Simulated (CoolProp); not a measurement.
The fluid at 293.15 K and 0.113 MPa expands adiabatically to 0.0373 MPa with isentropic efficiency 0.85. The same conditions are run with several fluids, on thermodynamics alone (safety and materials aside).

Computed with CoolProp (reference Helmholtz-energy equation of state of each fluid (R227EA: Lemmon 2016; nitrous oxide: Lemmon 2006; propylene: Lemmon 2013; n-perfluorobutane: Gao 2022; C2F6 (R116): Lemmon 2006)).

| fluid | work (kJ/kg) | final temperature (K) | final density (kg/m³) |
|---|---|---|---|
| R227EA | 12.7 | 275.4 | ___ |
| nitrous oxide | 45.9 | 237.9 | ___ |
| propylene | 50.0 | 257.4 | 0.739 |
| n-perfluorobutane | 9.17 | 281.3 | 3.85 |
| C2F6 (R116) | ___ | 271.4 | 2.29 |

Task: What belongs in the gaps?

Result: 
- R227EA, final density (kg/m³): 2.81
- nitrous oxide, final density (kg/m³): 0.833
- C2F6 (R116), work (kJ/kg): 15.8
